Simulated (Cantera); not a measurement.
Input: 1 mol Fe3O4, 250 mol H2, 0.12 mol H2O, at 668 Torr.

Cantera equilibrium calculation (NASA polynomials, part measured and part estimated; ideal gas, pure solids and liquids). Candidate condensed phases: Fe, FeO, Fe(OH)2, Fe(OH)3, Fe2O3, Fe3O4, H2O; 12 gas species. The numbers say what is thermodynamically allowed, not how fast it happens.

Question: Which condensed phases are stable at each of these points (T (K)): 1150, 1250, 1350, 1450, 1550, 1650, 1750, 1850, 1950, 2050, 2150?

Answer: 
```
T (K)  condensed phases  Fe condensed (%)
-----  ----------------  ----------------
1150              Fe(α)             100.0
1250              Fe(γ)             100.0
1350              Fe(γ)             100.0
1450              Fe(γ)             100.0
1550              Fe(γ)             100.0
1650              Fe(γ)             100.0
1750              Fe(δ)              99.9
1850              Fe(l)              99.5
1950              Fe(l)              98.1
2050              Fe(l)              94.1
2150              Fe(l)              83.7
```

At 1150 K the condensed part is Fe(α). From 1250 K to 1650 K the condensed part is Fe(γ). At 1750 K the condensed part is Fe(δ). From 1850 K to 2150 K the condensed part is Fe(l).
